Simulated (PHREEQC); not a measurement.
# Acid mine or pickling water: speciation

A made-up water analysis in mg/L, 13 °C, pH 4.09, pe 12.3: Na 1990; K 234; Ca 351; Mg 296; Cl 1280; S(6) as SO4 4740; Zn 17.4.

Valence states are taken as typed.

All values are PHREEQC results (ion-association model, phreeqc.dat), not measurements.

Each row changes one thing in this solution. No solid was allowed to form.

```
case                       ionic strength (mol/kgw)  SO4-2 (mol/kgw)  Ca+2 (mol/kgw)  NaSO4- (mol/kgw)  CaSO4 (mol/kgw)  KSO4- (mol/kgw)  SI of Gypsum (CaSO4:2H2O)  SI of Halite (NaCl)
-------------------------  ------------------------  ---------------  --------------  ----------------  ---------------  ---------------  -------------------------  -------------------
as made                                       0.163           0.0362         0.00542           0.00446          0.00341         0.000358                      -0.08                -4.33
Ca from 351 to 1050 mg/L                          ?           0.0319          0.0174           0.00383          0.00904         0.000307                      +0.35                -4.33
Cl from 1280 to 2560 mg/L                     0.183           0.0367               ?           0.00436                ?         0.000349                      -0.09                -4.04
```

Task: Complete the blanks.

Result: 
- Ca from 351 to 1050 mg/L, ionic strength (mol/kgw): 0.180
- Cl from 1280 to 2560 mg/L, Ca+2 (mol/kgw): 0.00556
- Cl from 1280 to 2560 mg/L, CaSO4 (mol/kgw): 0.00328

Some of these states are supersaturated (in Gypsum, for instance). At this temperature some constants are extrapolated from 25 °C, and those without enthalpy data are left unchanged.
